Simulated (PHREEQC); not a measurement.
Dissolve 0.0012 mol H2SO4, 0.0016 mol K2SO4 and 0.031 mol H3BO3 per kg of water at 25 °C. Closed to the air; pH follows from the charge balance.

Equilibrium calculation in PHREEQC: ion-association model, phreeqc.dat.

Question: The ionic strength comes out as 0.00764 mol/kgw. What activity coefficients do SO4-2, H+, KSO4-, HSO4-, K+ get?

Answer: SO4-2 0.70, H+ 0.92, KSO4- 0.91, HSO4- 0.91, K+ 0.91.

No solid was allowed to form. Complexes and solids missing from the database can't appear.
